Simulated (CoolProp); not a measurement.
Properties of fluoroethane (R161) along the isotherm 329.3 K (Tc = 375.2 K, pc = 50.10 bar, ω = 0.216).

Computed with CoolProp (reference Helmholtz-energy equation of state, Wu 2012).

| p (bar) | phase | Z | cv (kJ/(kg K)) | speed of sound (m/s) | fugacity coefficient |
|---|---|---|---|---|---|
| 0.158 | gas | 0.9983 | 1.160 | 255.6 | 0.9983 |
| 0.232 | gas | 0.9975 | 1.161 | 255.4 | 0.9975 |
| 0.341 | gas | 0.9963 | 1.161 | 255.2 | 0.9963 |
| 0.5 | gas | 0.9946 | 1.162 | 254.9 | 0.9946 |
| 0.734 | gas | 0.9920 | 1.164 | 254.4 | 0.9920 |
| 1.08 | gas | 0.9882 | 1.166 | 253.7 | 0.9883 |
| 1.58 | gas | 0.9826 | 1.169 | 252.6 | 0.9829 |
| 2.32 | gas | 0.9743 | 1.174 | 251.1 | 0.9749 |
| 3.41 | gas | 0.9618 | 1.182 | 248.7 | 0.9631 |
| 5 | gas | 0.9431 | 1.194 | 245.2 | 0.9460 |
| 7.34 | gas | 0.9143 | 1.213 | 239.7 | 0.9208 |
| 10.8 | gas | 0.8685 | 1.245 | 231.0 | 0.8836 |
| 15.8 | gas | 0.7926 | 1.303 | 216.5 | 0.8296 |
| 23.2 | liquid | 0.06404 | 1.545 | 456.7 | 0.6793 |
| 34.1 | liquid | 0.09294 | 1.536 | 488.6 | 0.4762 |
| 50 | liquid | 0.1342 | 1.528 | 528.5 | 0.3390 |
